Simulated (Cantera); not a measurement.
Cantera run:

```python
import numpy as np
import cantera as ct

gas_names = """
    NO N2 ZrO2
""".split()
cond_names = """
    Zr(a) Zr(b) Zr(L)
""".split()


# ... load() reads the species with a 1 bar reference pressure and builds the phases ...
species = {s.name: s for s in load("nasa_gas.yaml", gas_names) + load("nasa_condensed.yaml", cond_names)}
# Each term lists the table entries of one substance; the one whose range holds T is used.
reactions = {
    'Zr + 2 NO(g) = N2(g) + ZrO2(g)':
        [(-1, ['Zr(a)', 'Zr(b)', 'Zr(L)']), (-2, ['NO']), (1, ['N2']), (1, ['ZrO2'])],
}


def pick(names, T):
    return next(species[n] for n in names if species[n].thermo.min_temp <= T <= species[n].thermo.max_temp)


results = []
for label, terms in reactions.items():
    print(label)
    print("     T/K   dH/kJ  dS/(J/K)   dG/kJ   log10 K")
    for T in [2373, 2423, 2473, 2523, 2573, 2623]:
        used = [(nu, pick(names, T)) for nu, names in terms]
        dH = sum(nu * s.thermo.h(T) for nu, s in used) / 1e6
        dS = sum(nu * s.thermo.s(T) for nu, s in used) / 1e3
        dG = dH - T * dS / 1e3
        logK = -dG * 1e6 / (ct.gas_constant * T * np.log(10))
        results.append((label, T, dH, dS, dG, logK, [s.name for _, s in used]))
        print(f"{T:8g} {dH:8.1f} {dS:8.1f} {dG:8.1f} {logK:8.2f}")
```

It prints:

```
Zr + 2 NO(g) = N2(g) + ZrO2(g)
     T/K   dH/kJ  dS/(J/K)   dG/kJ   log10 K
    2373   -516.5    -27.7   -450.8     9.92
    2423   -517.6    -28.1   -449.4     9.69
    2473   -518.6    -28.6   -448.0     9.46
    2523   -519.7    -29.0   -446.5     9.24
    2573   -520.8    -29.4   -445.1     9.03
    2623   -521.9    -29.9   -443.6     8.83
```

Source: NASA polynomial tables (part measured, part estimated), evaluated in Cantera. Condensed species are held in their standard states even where they would react or evaporate.
